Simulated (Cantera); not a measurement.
Charge: 1 mol SiH₂Cl₂, 20 mol H₂O, held at 1725 K and 0.100 bar.

Equilibrium computed with Cantera from the NASA thermochemical tables; the gas is ideal and each condensed phase is pure. Candidate condensed phases: H₂O, Si, SiO₂; 30 gas species. The tables hold silica as quartz up to 1696 K and as liquid above; real silica turns to tridymite and cristobalite and melts near 1996 K. Gases not in the tables: Si(OH)₄. The numbers say what is thermodynamically allowed, not how fast it happens.

Base state: H₂O 0.818, H₂ 0.0909, HCl 0.0908, H 0.000177, Cl 0.000137, OH 8.78e-5 (mole fractions); condensed: SiO₂(condensed).

Q: What changes in the equilibrium state with this change: H₂O from 20 to 1.1 mol?

A: 
```tsv
species	before	after
H₂	0.0909	0.461
HCl	0.0908	0.373
SiCl₂	<1e-9	0.0970
H₂O	0.818	4.16e-5
SiCl₃	<1e-9	0.0120
SiO	5.28e-7	0.0526
SiCl₄	<1e-9	0.00279
SiHCl₃	<1e-9	0.000712
OH	8.78e-5	1.98e-9
SiH₂Cl₂	<1e-9	3.20e-5
SiCl	<1e-9	2.26e-5
SiO₂(condensed), mol	1.000	0.465
```
The tables' values for SiCl₃, SiCl are old estimates; treat these amounts as uncertain.
